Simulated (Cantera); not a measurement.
**Premixed flame**

A freely propagating, adiabatic, planar premixed flame of H₂ : O₂ : N₂ = 1 : 0.208 : 0.783 (molar parts), unburnt at 425 K and 100000 Pa; mixture-averaged transport, grid criteria slope 0.08 and curve 0.16, no radiation.

Cantera simulation using the H2/O2 subset of GRI-Mech 3.0, which has no nitrogen chemistry; the numbers are that mechanism's predictions, not measurements. Burning velocities carry a grid error of a few per cent, more on coarse grids.

```tsv
z (mm)	T (K)	u (m/s)	x H₂	x O₂	x HO₂	x H₂O₂	x H	x OH
-1.21	425	4.76	0.502	0.104	<1e-8	<1e-8	<1e-8	<1e-8
-0.806	425	4.76	0.502	0.104	<1e-8	<1e-8	<1e-8	<1e-8
-0.604	425	4.76	0.502	0.104	<1e-8	<1e-8	<1e-8	<1e-8
-0.403	425	4.76	0.502	0.104	2.02e-7	<1e-8	<1e-8	<1e-8
-0.201	460	5.11	0.497	0.105	0.000269	1.27e-5	8.41e-5	5.92e-5
-0.101	738	7.97	0.463	0.0975	0.000194	3.18e-5	0.00615	0.000613
0	1122	11.8	0.387	0.0683	7.49e-5	2.61e-6	0.0336	0.00110
0.101	1383	14.5	0.313	0.0243	2.44e-5	6.66e-7	0.0633	0.00196
0.201	1502	15.7	0.287	0.00548	5.28e-6	3.37e-7	0.0710	0.00195
0.403	1604	16.6	0.285	0.000415	3.83e-7	2.14e-7	0.0640	0.00199
0.806	1704	17.5	0.294	9.79e-5	9.95e-8	1.43e-7	0.0506	0.00202
1.61	1798	18.4	0.303	5.78e-5	6.19e-8	8.03e-8	0.0370	0.00182
3.22	1879	19.1	0.311	2.92e-5	3.43e-8	3.96e-8	0.0251	0.00145
```
x: mole fraction of selected species; z is measured from the peak of heat release.

```json
{
 "laminar_burning_velocity": "476 cm/s",
 "thermal_thickness": "0.403 mm",
 "peak x(HO₂)": "0.000367",
 "peak x(H₂O₂)": "3.83e-5",
 "peak x(H)": "0.0711",
 "peak x(OH)": "0.00203"
}
```
